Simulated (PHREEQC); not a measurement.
Synthetic water in mg/L, 25 °C, pH 2.59, pe 9:

| constituent | mg/L |
|---|---|
| Na | 216 |
| K | 691 |
| Ca | 242 |
| Mg | 121 |
| Cl | 243 |
| S(6) as SO4 | 2430 |
| Fe(3) | 49.4 |

Valence states are taken as typed.

The numbers come from PHREEQC with the ion-association model, wateq4f.dat.

Precipitation was switched off in this run.

Q: Estimate the ionic strength.

A: ionic strength 0.0670 mol/kgw.

Q: In which forms is Ca present?

A: Ca+2 62 %, CaSO4 38 %, CaHSO4+ 0.7 % of the Ca.

The solution is supersaturated, for example in Jarosite-K, Hematite (slow to form), so a real one may precipitate; this is no full list.
